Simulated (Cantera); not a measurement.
Cantera run:

```python
import numpy as np
import cantera as ct

gas_names = """
    CL CLO CL2 H HCL HOCL HO2 H2 H2O H2O2 O OH O2 O3 Si SiCL SiCL2 SiCL3 SiCL4 SiH SiHCL3 SiH2 SiH2CL2
    SiH3 SiH3CL SiH4 SiO SiO2 Si2 Si3
""".split()
cond_names = """
    H2O(s) H2O(L) Si(cr) Si(L) SiO2(Lqz) SiO2(hqz) SiO2(L)
""".split()


# ... load() reads the species with a 1 bar reference pressure and builds the phases ...
atoms = {
    'SiH2Cl2': {'Si': 1, 'H': 2, 'CL': 2},
    'H2O': {'H': 2, 'O': 1},
    'H2': {'H': 2},
}
top_T = {}  # K; cautious upper limits of use, not melting points


# ... equilibrate(T, P, feed) seeds the gas with the atoms and calls Mixture.equilibrate('TP', solver="vcs", rtol=1e-11, max_steps=5000) ...
results = []
feed = {'SiH2Cl2': 1, 'H2O': 3.6, 'H2': 0.68}  # mol
P = 13332.2  # Pa
for T in [673, 698, 723, 748, 773, 798, 823, 848, 873, 898, 923, 948]:
    mix = equilibrate(T, P, feed)
    results.append((T, P, feed, dict(zip(mix.species_names, mix.species_moles))))

top = {s: max(r[3][s] / sum(r[3][g] for g in gas_names) for r in results) for s in gas_names}
cols = sorted((s for s in top if top[s] > 0.001), key=lambda s: -top[s])[:6]
seen = [c for c in cond_names if any(r[3].get(c, 0) > 1e-12 for r in results)]
print("log10 of partial pressures in bar; condensed amounts in mol")
print(f"{'T/K':>10s}" + "".join(f"{s[:9]:>10s}" for s in cols + seen))
for T, P, feed, n in results:
    ng = sum(n[g] for g in gas_names)
    print(f"{T:10.4g}" + "".join(f"{np.log10(max(n[s] / ng * P / 1e5, 1e-99)):10.3f}" for s in cols)
          + "".join(f"{n.get(c, 0):10.4g}" for c in seen))
```

Output:

```
log10 of partial pressures in bar; condensed amounts in mol
       T/K        H2       HCL       H2O SiO2(Lqz) SiO2(hqz)
       673    -1.245    -1.372    -1.469         1         0
       698    -1.245    -1.372    -1.469         1         0
       723    -1.245    -1.372    -1.469         1         0
       748    -1.245    -1.372    -1.469         1         0
       773    -1.245    -1.372    -1.469         1         0
       798    -1.245    -1.372    -1.469         1         0
       823    -1.245    -1.372    -1.469         1         0
       848    -1.245    -1.372    -1.469         0         1
       873    -1.245    -1.372    -1.469         0         1
       898    -1.245    -1.372    -1.469         0         1
       923    -1.245    -1.372    -1.469         0         1
       948    -1.245    -1.372    -1.469         0         1
```

These are equilibrium values from Cantera (NASA tables, ideal gas, pure condensed phases), not measurements of a reactor.
